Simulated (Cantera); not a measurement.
Feed: 1 mol SiH4, 0.028 mol CH4, 3.3 mol H2, 1.7 mol HCl, equilibrated at 13.3 mbar.

Cantera equilibrium calculation (NASA polynomials, part measured and part estimated; ideal gas, pure solids and liquids). Candidate condensed phases: C, C6H6, C7H8, C8H18, Si, SiC; 109 gas species. Mutual solubility and eutectic melting of coexisting phases are not modelled. Gases not in the tables: Si2H6 and higher silanes. Equilibrium is a limit: real reactors are often held back by kinetics, nucleation or transport.

Question: What share of the Si ends up in condensed phases as a function of T (K), at 973, 1123, 1273, 1423, 1573, 1723, 1873, 2023, 2173, 2323, 2473, 2623?

Answer: 
```csv
T (K),Si condensed (%),as
973,58.8,Si(s) + SiC(s)
1123,62.8,Si(s) + SiC(s)
1273,62.0,Si(s) + SiC(s)
1423,59.3,Si(s) + SiC(s)
1573,57.6,Si(s) + SiC(s)
1723,57.2,Si(l) + SiC(s)
1873,59.4,Si(l) + SiC(s)
2023,58.5,Si(l) + SiC(s)
2173,44.2,Si(l) + SiC(s)
2323,0.0,-
2473,0.0,-
2623,0.0,-
```
